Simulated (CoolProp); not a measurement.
A single-stage vapour-compression cycle with the fluid: evaporating at 324.15 K (dew point), condensing at 388.15 K (bubble point), superheat 8 K, subcooling 8 K, compressor efficiency 0.7, no pressure losses. The same conditions are run with several fluids, on thermodynamics alone (safety and materials aside).

The numbers come from the reference Helmholtz-energy equation of state of each fluid (isobutane: Bücker 2006; dimethyl carbonate: Zhou 2011; ammonia: Gao 2020; n-heptane: Span 2003; R123: Younglove 1994; R11: Jacobsen 1992) in CoolProp.

**Question.** Rank isobutane, dimethyl carbonate, ammonia, n-heptane, R123, R11 by cooling COP, highest first.

**Answer.** dimethyl carbonate (3.04), R11 (2.87), n-heptane (2.75), R123 (2.71), ammonia (2.46), isobutane (2.14)

| fluid | pressure ratio | discharge temperature (K) | refrigerating effect (kJ/kg) | volumetric capacity (kJ/m³) |
|---|---|---|---|---|
| isobutane | 3.71 | 394.6 | 151 | 2610 |
| dimethyl carbonate | 8.69 | 408.5 | 304 | 243 |
| ammonia | 3.99 | 482.4 | 759 | 11700 |
| n-heptane | 8.19 | 388.2 | 225 | 163 |
| R123 | 4.94 | 398.1 | 104 | 1360 |
| R11 | 4.61 | 413.3 | 122 | 1580 |

The compression ends wet for: n-heptane.
